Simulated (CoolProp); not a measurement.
Properties of R22 along the isobar 6.8 MPa.

Values from CoolProp's reference Helmholtz-energy equation of state, Kamei 1995.

| T (°C) | phase | cv (kJ/(kg K)) | Prandtl number |
|---|---|---|---|
| -60.45 | liquid | 0.6587 | 3.46 |
| -19.45 | liquid | 0.6626 | 2.41 |
| 21.65 | liquid | 0.6868 | 1.93 |
| 62.65 | liquid | 0.7251 | 1.74 |
| 103.75 | supercritical | 0.8017 | 2.55 |
| 144.75 | supercritical | 0.7820 | 1.17 |
| 185.85 | supercritical | 0.7729 | 0.901 |
| 226.85 | supercritical | 0.7878 | 0.808 |

Viscosity comes from a separate model (Bell 2016), an estimate that may be off by 10 % or more. Thermal conductivity comes from a separate model (McLinden 2000), an estimate that may be off by 10 % or more.
